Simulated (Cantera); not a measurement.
Thermodynamics of fluorocarbon and chlorocarbon gases, feed CH₃Cl + H₂

Charge: 1 mol CH₃Cl, 0.27 mol H₂, equilibrated at 1400 Pa.

Cantera equilibrium calculation (NASA polynomials, part measured and part estimated; ideal gas, pure solids and liquids). Candidate condensed phases: C, C₆H₆, C₇H₈, C₈H₁₈; 103 gas species. Ions and electrons are included (thermal ionisation). The tables' values for CCl are old estimates; treat these amounts as uncertain. Equilibrium is a limit: real reactors are often held back by kinetics, nucleation or transport.

```csv
T (K),x H,x H₂,x HCl,x Cl,x C,x C₃,x C₂,n C(graphite)
2000,0.0102,0.552,0.431,0.00594,2.17e-9,1.98e-9,1.67e-10,0.998
2250,0.0456,0.528,0.400,0.0250,2.60e-7,4.64e-7,4.09e-8,0.992
2500,0.144,0.458,0.322,0.0714,1.19e-5,3.55e-5,3.27e-6,0.973
2750,0.329,0.323,0.197,0.139,0.000270,0.00121,0.000117,0.925
3000,0.529,0.157,0.0816,0.187,0.00362,0.0223,0.00226,0.592
3250,0.634,0.0545,0.0250,0.195,0.0192,0.0532,0.00962,0
3500,0.669,0.0180,0.00788,0.195,0.0549,0.0361,0.0156,0
3750,0.659,0.00605,0.00263,0.188,0.113,0.0144,0.0162,0
4000,0.645,0.00229,0.000997,0.183,0.157,0.00265,0.00921,0
4250,0.640,0.000995,0.000435,0.181,0.173,0.000329,0.00378,0
4500,0.639,0.000478,0.000210,0.181,0.178,4.32e-5,0.00152,0
4750,0.639,0.000249,0.000110,0.181,0.179,6.69e-6,0.000653,0
5000,0.639,0.000138,6.11e-5,0.180,0.180,1.23e-6,0.000302,0
```
x: gas mole fraction; n: condensed amount in mol.

From 2000 K to 3000 K the condensed part is C(graphite). From 3250 K to 5000 K nothing is condensed. The main C-bearing gas is C₂H₂ (acetylene) at 2000 K and C at 5000 K.
